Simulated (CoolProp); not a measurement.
Saturation properties of ethanol.

Computed with CoolProp (reference Helmholtz-energy equation of state, Schroeder 2014).

| T (°C) | p (MPa) | liquid cp (kJ/(kg K)) | liquid conductivity (mW/(m K)) |
|---|---|---|---|
| 39.75 | 0.01765 | 2.557 | 161 |
| 55.05 | 0.03731 | 2.696 | 158 |
| 70.25 | 0.07275 | 2.846 | 156 |
| 85.45 | 0.1329 | 3.007 | 153 |
| 100.65 | 0.2292 | 3.182 | 151 |
| 115.85 | 0.3762 | 3.371 | 148 |
| 131.15 | 0.5925 | 3.575 | 146 |
| 146.35 | 0.8947 | 3.783 | 143 |
| 161.55 | 1.305 | 3.989 | 141 |
| 176.75 | 1.846 | 4.199 | 138 |
| 192.05 | 2.546 | 4.472 | 136 |
| 207.25 | 3.423 | 4.979 | 134 |

It boils at 78.4 °C under 1 atm.

Thermal conductivity comes from a separate model (Assael 2013).
